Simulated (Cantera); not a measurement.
An isothermal, constant-pressure homogeneous reactor starts with CH2O : O2 : N2 = 0.0092 : 0.016 : 1 (molar parts), at 1550 K and 1.40 bar. Integrator tolerance rtol = 1e-08.

Model: GRI-Mech 3.0 (53 species, 325 reactions), integrated in Cantera.

What does this change do: N2 1 to 3.9 parts?


```json
[
 {"quantity": "x(CH2O) at 100 s", "before": "<1e-12 (gas-phase equilibrium <1e-12)", "after": "<1e-12 (gas-phase equilibrium <1e-12)"},
 {"quantity": "x(O2) at 100 s", "before": "0.00662 (gas-phase equilibrium 0.00648)", "after": "0.00173 (gas-phase equilibrium 0.00165)"},
 {"quantity": "x(CH2CO) at 100 s", "before": "<1e-12 (gas-phase equilibrium <1e-12)", "after": "<1e-12 (gas-phase equilibrium <1e-12)"},
 {"quantity": "x(CO2) at 100 s", "before": "0.00897 (gas-phase equilibrium 0.00897)", "after": "0.00234 (gas-phase equilibrium 0.00234)"},
 {"quantity": "x(N2O) at 100 s", "before": "2.45e-8 (gas-phase equilibrium 2.42e-8)", "after": "1.27e-8 (gas-phase equilibrium 1.25e-8)"},
 {"quantity": "x(CH3) at 100 s", "before": "<1e-12 (gas-phase equilibrium <1e-12)", "after": "<1e-12 (gas-phase equilibrium <1e-12)"}
]
```
